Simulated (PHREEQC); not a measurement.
Make-up at 25 °C: 12 mmol/kgw K2CO3 and 170 mmol/kgw KNO3. Closed to the air; pH follows from the charge balance.

Computed with PHREEQC (ion-association model, wateq4f.dat).

Each row changes one thing in this solution. No solid was allowed to form.

| case | pH | ionic strength (mol/kgw) |
|---|---|---|
| as made | 10.91 | 0.205 |
| KNO3 from 0.17 to 0.34 mol/kgw | 10.87 | 0.375 |
| diluted 10-fold with water | 10.51 | 0.0202 |
| K2CO3 replaced by K2SiO3 at the same molality | 11.89 | 0.195 |
| temperature from 25 to 5 °C | 11.41 | 0.205 |
| K2CO3 left out | 6.98 | 0.170 |
| temperature from 25 to 20 °C | 11.03 | 0.205 |
| KNO3 from 0.17 to 0.187 mol/kgw | 10.91 | 0.222 |
| K2CO3 from 0.012 to 0.024 mol/kgw | 11.06 | 0.240 |

Complexes and solids missing from the database can't appear. At this temperature some constants are extrapolated from 25 °C, and those without enthalpy data are left unchanged.
